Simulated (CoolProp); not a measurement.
Vapour-liquid equilibrium of R22 (1) + R142b (2) at 0.00303 MPa; x and y are mole fractions of (1).

Values from CoolProp's multi-fluid Helmholtz-energy mixture model, Kamei 1995 and Lemmon 2006; pair parameters Bell 2016.

**Question.** Give the bubble temperature and the first vapour's composition at x = 0.05, 0.85, 0.95. Is there an azeotrope?

**Answer.** x = 0.05: 198.3 K, y = 0.241; x = 0.85: 179.4 K, y = 0.980; x = 0.95: 178.2 K, y = 0.995. No azeotrope shows between x = 0.05 and 0.95.

Pair parameters are fitted to limited data, so mixtures are less certain than the pure fluids.
